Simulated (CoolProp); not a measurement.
Ethylbenzene at 403.35 K and 0.981 MPa is throttled through a valve to 0.19 MPa with no heat exchange. Each further row changes one setting.

Values from CoolProp's reference Helmholtz-energy equation of state, Zhou 2012.

```json
[
 {"case": "as stated", "temperature change (K)": "+0.2", "final phase": "liquid", "final density (kg/m³)": "766"},
 {"case": "outlet pressure 0.057 MPa", "temperature change (K)": "-14.2", "final phase": "two-phase, vapour fraction 0.087", "final density (kg/m³)": "21.5"},
 {"case": "outlet pressure 0.247 MPa", "temperature change (K)": "+0.2", "final phase": "liquid", "final density (kg/m³)": "766"}
]
```
